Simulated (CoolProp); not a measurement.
Vapour-liquid equilibrium of R22 (1) + dimethyl ether (2) at 0.222 MPa; x and y are mole fractions of (1).

Values from CoolProp's multi-fluid Helmholtz-energy mixture model, Kamei 1995 and Wu 2011; pair parameters Bell 2016.

```csv
x,"bubble temperature, mixture model (°C)","bubble temperature, Raoult's law (°C)","y, mixture model","y, Raoult's law"
0.05,-4.8,-6.3,0.040,0.091
0.2,-4.1,-9.6,0.189,0.324
0.35,-4.3,-12.6,0.388,0.510
0.5,-6.4,-15.3,0.615,0.661
0.65,-10.6,-17.7,0.814,0.785
0.8,-16.1,-19.9,0.939,0.888
0.95,-21.2,-21.9,0.992,0.974
```

The largest gap from Raoult's law is +8.9 K in bubble temperature, at x = 0.5. y crosses x between x = 0.2 and 0.35: the model has an azeotrope there.

The pair parameters rest on a limited set of measurements; away from them the model extrapolates.
